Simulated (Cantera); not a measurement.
A closed system holds: 1 mol Si, 1.4 mol HF, 0.12 mol H₂, equilibrated at 1048.15 K and 1.00 bar.

These are equilibrium values from Cantera (NASA tables, ideal gas, pure condensed phases), not measurements of a reactor. Candidate condensed phases: Si; 25 gas species. The tables' values for SiF₃ are old estimates; treat these amounts as uncertain. Equilibrium is a limit: real reactors are often held back by kinetics, nucleation or transport.

Base state: H₂ 0.689, SiF₄ 0.276, SiHF₃ 0.0332, SiH₂F₂ 0.00207, SiF₃ 0.000475, SiH₃F 3.07e-5, HF 2.62e-5 (mole fractions); condensed: Si(s).

What changes in the equilibrium state with this change: temperature from 1048.15 K to 750 K?


```tsv
species	before	after
H₂	0.689	0.692
SiF₄	0.276	0.282
SiHF₃	0.0332	0.0245
HF	2.62e-5	7.08e-8
SiF₃	0.000475	1.66e-6
SiH₃F	3.07e-5	1.35e-5
SiH₂F₂	0.00207	0.00132
Si(s), mol	0.639	0.642
```
